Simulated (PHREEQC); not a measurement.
## Buffer

Make-up at 25 °C: 2.8 mmol/kgw KH2PO4 and 18 mmol/kgw K2HPO4. Closed to the air; pH follows from the charge balance.

All values are PHREEQC results (ion-association model, phreeqc.dat), not measurements.

Each row changes one thing in this solution. No solid was allowed to form.

```json
[
 {"case": "as made", "pH": "7.74", "ionic strength (mol/kgw)": "0.0557", "HPO4-2 (mol/kgw)": "0.0174", "H2PO4- (mol/kgw)": "0.00280", "KHPO4- (mol/kgw)": "0.000572", "PO4-3 (mol/kgw)": "1.30e-6"},
 {"case": "diluted 5-fold with water", "pH": "7.87", "ionic strength (mol/kgw)": "0.0113", "HPO4-2 (mol/kgw)": "0.00356", "H2PO4- (mol/kgw)": "0.000561", "KHPO4- (mol/kgw)": "3.49e-5", "PO4-3 (mol/kgw)": "…"},
 {"case": "K2HPO4 from 0.018 to 0.0018 mol/kgw", "pH": "6.89", "ionic strength (mol/kgw)": "0.00817", "HPO4-2 (mol/kgw)": "0.00178", "H2PO4- (mol/kgw)": "0.00280", "KHPO4- (mol/kgw)": "1.53e-5", "PO4-3 (mol/kgw)": "1.01e-8"},
 {"case": "temperature from 25 to 60 °C", "pH": "7.64", "ionic strength (mol/kgw)": "0.0557", "HPO4-2 (mol/kgw)": "0.0175", "H2PO4- (mol/kgw)": "…", "KHPO4- (mol/kgw)": "0.000543", "PO4-3 (mol/kgw)": "2.11e-6"},
 {"case": "0.0015 mol/kgw Na2S added", "pH": "8.12", "ionic strength (mol/kgw)": "0.0601", "HPO4-2 (mol/kgw)": "0.0189", "H2PO4- (mol/kgw)": "0.00123", "KHPO4- (mol/kgw)": "0.000606", "PO4-3 (mol/kgw)": "3.54e-6"},
 {"case": "temperature from 25 to 15 °C", "pH": "7.77", "ionic strength (mol/kgw)": "0.0556", "HPO4-2 (mol/kgw)": "0.0174", "H2PO4- (mol/kgw)": "0.00280", "KHPO4- (mol/kgw)": "0.000579", "PO4-3 (mol/kgw)": "1.11e-6"}
]
```

**Question.** Fill in the missing entries.

**Answer.** 
- diluted 5-fold with water, PO4-3 (mol/kgw): 2.09e-7
- temperature from 25 to 60 °C, H2PO4- (mol/kgw): 0.00281

Constants without temperature data keep their 25 °C values here.
